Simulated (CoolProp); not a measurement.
Computed with CoolProp (reference Helmholtz-energy equation of state, Rui 2013).

**Question.** Give the vapour pressure (bar), vapour density (kg/m³), liquid cp (kJ/(kg K)), surface tension (mN/m) of saturated R236EA at 318.1, 343, 368 K.

**Answer.** 
```json
[
 {"T (K)": "318.1", "p (bar)": "3.93", "vapour density (kg/m³)": "25.4", "liquid cp (kJ/(kg K))": "1.30", "surface tension (mN/m)": "9.42"},
 {"T (K)": "343", "p (bar)": "7.80", "vapour density (kg/m³)": "50.9", "liquid cp (kJ/(kg K))": "1.37", "surface tension (mN/m)": "6.38"},
 {"T (K)": "368", "p (bar)": "14.1", "vapour density (kg/m³)": "97.1", "liquid cp (kJ/(kg K))": "1.50", "surface tension (mN/m)": "3.60"}
]
```

Surface tension comes from a separate correlation (Mulero 2012).
